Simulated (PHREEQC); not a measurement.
0.05 mol of Gypsum (CaSO4:2H2O) is brought to equilibrium with 1 kg of water holding 0.03 mol NaCl, at 25 °C, the pH being set by adding NaOH or HCl. Oxygen alone is held at its pressure in air (log pO2 = -0.68). CO2 from the air is kept out. The run lets Gypsum, Portlandite, Mirabilite precipitate or redissolve, and no other solid.

All values are PHREEQC results (ion-association model, wateq4f.dat), not measurements.

Predict NaSO4- (mol/kgw) at pH = 7.5, 12.08.


| pH | NaSO4- (mol/kgw) |
|---|---|
| 7.5 | 0.000713 |
| 12.08 | 0.00115 |

Species that the database lacks are ignored.
